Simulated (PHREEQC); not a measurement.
A solution holds 0.69 mol/kgw KCl, 0.033 mol/kgw H3BO3, 0.00054 mol/kgw H4SiO4 and 0.014 mol/kgw Na2CO3, at 25 °C. Closed to the air; pH follows from the charge balance.

Computed with PHREEQC (Pitzer model, pitzer.dat).

Q: The ionic strength comes out as 0.720 mol/kgw. What activity coefficients do B3O3(OH)4-, B4O5(OH)4-2, Cl-, Na+, CO3-2 get?

A: B3O3(OH)4- 0.50, B4O5(OH)4-2 0.061, Cl- 0.63, Na+ 0.66, CO3-2 0.14. Single-ion values are on the MacInnes scale.

No solid was allowed to form. Complexes and solids missing from the database can't appear.
